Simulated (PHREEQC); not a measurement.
Solution (20 °C): 0.03 mol/kgw HF, 0.26 mol/kgw NH4F and 2.4e-07 mol/kgw H4SiO4. It is in equilibrium with CO2 at log p = -1 (atm). Otherwise closed; pH follows from the charge balance.

The numbers come from PHREEQC with the ion-association model, phreeqc.dat.

No solid was allowed to form.

### Question
Order these F species by the share of F that they hold, largest first: F-, HF2-, HF.

### Answer
F- (85 %), HF2- (9.7 %), HF (5.5 %)

The pH is 4.14 and the ionic strength 0.260 mol/kgw. Complexes and solids missing from the database can't appear. SiF6-2 is the database's only silicon fluoride.
